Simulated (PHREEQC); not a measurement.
2 g of hydrous ferric oxide (600 m²/g; 0.2 weak and 0.005 strong sites per Fe, Dzombak-Morel constants, diffuse double layer) in 1 kg of water with 0.05 mol/kgw of an inert sodium salt and 0.15 mmol/kgw BaCl2 and 4.9 mmol/kgw CuCl2, at 25 °C; the pH is set by adding NaOH or the inert anion's acid. Oxygen is held at 0.21 atm. CO2 from the air is kept out. Precipitation was switched off in this run.

Base run: PHREEQC, ion-association model, wateq4f.dat. Each further column changes one thing. The table gives Cu sorbed (%).

| pH | base | no electrostatic term (-no_edl) | background salt from 0.05 to 0.005 mol/kgw | oxide from 2 to 10 g/kgw | 0.0074 mol/kgw Na2SO4 added |
|---|---|---|---|---|---|
| 3 | 0.2 | 0.2 | … | 1.0 | 0.2 |
| 3.5 | 1.4 | 1.4 | … | 6.5 | … |
| 4.5 | 19.6 | 25.2 | 19.1 | 59.8 | 14.7 |
| 5 | 46.5 | 60.9 | 41.6 | … | 39.9 |
| 5.5 | 65.3 | … | 57.5 | 98.3 | 59.1 |
| 6.5 | 78.4 | 93.6 | 68.5 | 100.0 | 70.9 |
| 7 | 76.7 | 93.9 | 66.3 | 100.0 | 71.8 |
| 7.5 | 71.6 | 93.9 | 61.8 | 100.0 | 71.3 |
| 8.5 | 58.0 | 93.4 | 52.6 | 100.0 | 63.7 |
| 9 | 53.1 | 91.6 | 49.8 | 100.0 | 56.2 |
| 9.5 | 49.8 | 85.2 | 48.0 | 100.0 | 50.7 |
| 10.5 | 45.1 | 33.6 | … | 99.9 | 45.1 |
| 11 | 41.7 | 8.3 | 42.7 | 99.9 | 41.7 |

**Question.** What belongs in the gaps?

**Answer.** 
- 3, background salt from 0.05 to 0.005 mol/kgw: 0.3
- 3.5, background salt from 0.05 to 0.005 mol/kgw: 1.5
- 3.5, 0.0074 mol/kgw Na2SO4 added: 1.1
- 5, oxide from 2 to 10 g/kgw: 90.3
- 5.5, no electrostatic term (-no_edl): 83.2
- 10.5, background salt from 0.05 to 0.005 mol/kgw: 45.3

In at least one series the solution becomes supersaturated in solids that the run did not let form, among them Cu(OH)2, Atacamite. The database's constant for dissolved Cu(OH)2 is higher than later reviews accept. The oxide is taken as insoluble; below pH 4 it would dissolve.
